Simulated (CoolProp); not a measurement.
The fluid at 293.15 K and 0.613 MPa is throttled through a valve to 0.279 MPa with no heat exchange. The same conditions are run with several fluids, on thermodynamics alone (safety and materials aside).

Computed with CoolProp (reference Helmholtz-energy equation of state of each fluid (C2F6 (R116): Lemmon 2006; ethane: Bücker 2006; dry air: Lemmon 2000; carbon dioxide: Span 1996; CH3F (R41): Lemmon 2006)). Blends and air are pseudo-pure fits.

Problem. Rank C2F6 (R116), ethane, dry air, carbon dioxide, CH3F (R41) by temperature change (K), highest first.

Solution. dry air (-0.8), C2F6 (R116) (-3.1), carbon dioxide (-3.9), ethane (-4.0), CH3F (R41) (-6.5)

```
fluid           final density (kg/m³)
--------------  ---------------------
C2F6 (R116)                      16.5
ethane                           3.57
dry air                          3.33
carbon dioxide                   5.19
CH3F (R41)                       4.09
```
